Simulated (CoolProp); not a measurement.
Properties of carbon monoxide at several states.

Model: reference Helmholtz-energy equation of state, Lemmon 2006, in CoolProp. It is a short technical equation, of lower accuracy than the large ones.

| T (°C) | p (kPa) | phase | density (kg/m³) | cv (kJ/(kg K)) | isothermal compressibility (1/MPa) | fugacity coefficient |
|---|---|---|---|---|---|---|
| -96.85 | 1890 | gas | 39.10 | 0.7645 | 0.5731 | 0.9267 |
| 0.95 | 25.1 | gas | 0.3085 | 0.7430 | 39.85 | 0.9998 |
| 118.75 | 2300 | gas | 19.67 | 0.7531 | 0.4322 | 1.005 |
| -151.55 | 1240 | gas | 41.76 | 0.8314 | 1.016 | 0.8491 |
